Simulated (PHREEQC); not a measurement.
A PHREEQC speciation (ion-association model, wateq4f.dat) at 48 °C gives pH 1.43 and these molalities:

| species | mol/kgw |
|---|---|
| AlSO4+ | 0.176 |
| HSO4- | 0.114 |
| Al(SO4)2- | 0.0750 |
| SO4-2 | 0.0604 |
| H+ | 0.0485 |
| Al+3 | 0.0270 |
| AlHSO4+2 | 0.00184 |
| AlOH+2 | 1.14e-5 |

Task: What are the element totals, and what could have been dissolved in 1 kg of water to give them?

Result: Several could match; the one computed here: totals Al 0.280, S(6) 0.502 mol/kgw, from 82 mmol/kgw H2SO4 and 140 mmol/kgw Al2(SO4)3.

No solid was allowed to form. Away from 25 °C the constants follow the database's enthalpies or fits; those with neither stay at their 25 °C values.
